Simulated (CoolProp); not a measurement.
Vapour-liquid equilibrium of fluoroethane (R161) (1) + R227EA (2) at 202.6 K; x and y are mole fractions of (1).

Values from CoolProp's multi-fluid Helmholtz-energy mixture model, Wu 2012 and Lemmon 2016; pair parameters Bell 2016.

```json
[
 {"x": "0.05", "bubble pressure (bar)": "0.04538", "y at the bubble point": "0.072", "dew pressure at overall composition x (bar)": "0.04507", "liquid density (mol/L)": "10.36"},
 {"x": "0.2", "bubble pressure (bar)": "0.05311", "y at the bubble point": "0.368", "dew pressure at overall composition x (bar)": "0.04791", "liquid density (mol/L)": "11.19"},
 {"x": "0.35", "bubble pressure (bar)": "0.06917", "y at the bubble point": "0.641", "dew pressure at overall composition x (bar)": "0.05244", "liquid density (mol/L)": "12.11"},
 {"x": "0.5", "bubble pressure (bar)": "0.09109", "y at the bubble point": "0.812", "dew pressure at overall composition x (bar)": "0.05926", "liquid density (mol/L)": "13.15"},
 {"x": "0.65", "bubble pressure (bar)": "0.1150", "y at the bubble point": "0.906", "dew pressure at overall composition x (bar)": "0.06995", "liquid density (mol/L)": "14.34"},
 {"x": "0.8", "bubble pressure (bar)": "0.1380", "y at the bubble point": "0.958", "dew pressure at overall composition x (bar)": "0.08888", "liquid density (mol/L)": "15.72"},
 {"x": "0.95", "bubble pressure (bar)": "0.1597", "y at the bubble point": "0.991", "dew pressure at overall composition x (bar)": "0.1336", "liquid density (mol/L)": "17.34"}
]
```

No azeotrope shows between x = 0.05 and 0.95.

The pair parameters rest on a limited set of measurements; away from them the model extrapolates.
